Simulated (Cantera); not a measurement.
Input (Python, Cantera):

```python
import numpy as np
import cantera as ct

gas = ct.Solution("gri30.yaml")


def delay(T, t_max=10):
    gas.TPX = T, 101325, {'CO': 1, 'H2': 0.092, 'O2': 0.84, 'N2': 3.16}
    reactor = ct.IdealGasConstPressureReactor(gas, clone=False)
    net = ct.ReactorNet([reactor])
    net.rtol, net.atol = 1e-8, 1e-16
    while net.time < t_max:
        t_old, T_old = net.time, reactor.T
        net.step()
        if reactor.T > T + 400:  # ignition: a rise of 400 K
            return t_old + (T + 400 - T_old) / (reactor.T - T_old) * (net.time - t_old)
    return np.nan


taus = []
for T in [925, 1000, 1075, 1150, 1225, 1300]:
    taus.append(delay(T))
    print(f"T0 = {T:6g} K   tau = {taus[-1]:.4e} s")
```

Result:

```
T0 =    925 K   tau = 1.4851e-02 s
T0 =   1000 K   tau = 8.1479e-04 s
T0 =   1075 K   tau = 3.2301e-04 s
T0 =   1150 K   tau = 2.0228e-04 s
T0 =   1225 K   tau = 1.5155e-04 s
T0 =   1300 K   tau = 1.2550e-04 s
```

Model: GRI-Mech 3.0 (53 species, 325 reactions), integrated in Cantera. Below about 950 K walls govern HO2 and H2O2 in real vessels. Where the delays flatten at high temperature, the 400 K rule measures the pace of heat release, not the induction time.
